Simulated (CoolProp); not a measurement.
CH3F (R41) along the isotherm 381.6 K: Z from the reference equation and from simpler models built on Tc = 317.3 K, pc = 5.906 MPa, ω = 0.200; each cubic takes its own stable root.

Model: reference Helmholtz-energy equation of state, Lemmon 2006, in CoolProp. It is a short technical equation, of lower accuracy than the large ones.

```json
[
 {"p (MPa)": "0.681", "phase": "gas", "reference": "0.9753", "Pitzer virial": "0.9790", "Peng-Robinson": "0.9755"},
 {"p (MPa)": "1.36", "phase": "gas", "reference": "…", "Pitzer virial": "0.9581", "Peng-Robinson": "…"},
 {"p (MPa)": "2.04", "phase": "gas", "reference": "0.9252", "Pitzer virial": "0.9371", "Peng-Robinson": "0.9264"},
 {"p (MPa)": "2.73", "phase": "gas", "reference": "0.8995", "Pitzer virial": "0.9158", "Peng-Robinson": "0.9013"},
 {"p (MPa)": "3.41", "phase": "gas", "reference": "0.8739", "Pitzer virial": "0.8948", "Peng-Robinson": "…"},
 {"p (MPa)": "4.09", "phase": "gas", "reference": "0.8482", "Pitzer virial": "0.8738", "Peng-Robinson": "0.8517"},
 {"p (MPa)": "4.77", "phase": "gas", "reference": "0.8222", "Pitzer virial": "0.8529", "Peng-Robinson": "0.8270"},
 {"p (MPa)": "5.45", "phase": "gas", "reference": "0.7960", "Pitzer virial": "0.8319", "Peng-Robinson": "0.8024"},
 {"p (MPa)": "6.13", "phase": "supercritical", "reference": "0.7698", "Pitzer virial": "…", "Peng-Robinson": "0.7781"},
 {"p (MPa)": "6.81", "phase": "supercritical", "reference": "…", "Pitzer virial": "0.7899", "Peng-Robinson": "0.7542"},
 {"p (MPa)": "7.5", "phase": "supercritical", "reference": "0.7168", "Pitzer virial": "0.7687", "Peng-Robinson": "0.7305"},
 {"p (MPa)": "8.18", "phase": "supercritical", "reference": "0.6908", "Pitzer virial": "0.7477", "Peng-Robinson": "…"},
 {"p (MPa)": "8.86", "phase": "supercritical", "reference": "0.6651", "Pitzer virial": "0.7267", "Peng-Robinson": "0.6865"}
]
```

Q: Complete the blanks.

A: 
- 1.36, reference: 0.9504
- 1.36, Peng-Robinson: 0.9510
- 3.41, Peng-Robinson: 0.8765
- 6.13, Pitzer virial: 0.8109
- 6.81, reference: 0.7435
- 8.18, Peng-Robinson: 0.7079
